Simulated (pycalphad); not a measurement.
Source of the numbers: pycalphad with the COST 507 light-alloy database (1999); pressure 1 atm. The data set is of 1999 and partly superseded. Phase fractions are per mole of atoms. Kinetics are ignored, which matters at the lower temperatures.

Give the equilibrium state of Si-7.636C (wt.%) at 850 K.

DIAMOND_A4, fraction 0.676, with <0.01 C wt.%; CSI, fraction 0.324, with 30.0 C wt.%.

Give the equilibrium state of Si-7.636C (wt.%) at 2450 K.

LIQUID, fraction 0.689, with 0.40 C wt.%; CSI, fraction 0.311, with 30.0 C wt.%.

Database names, with the compositions (at.%) that they take in these runs: CSI: Si 50 C 50. DIAMOND_A4 is diamond (Si).
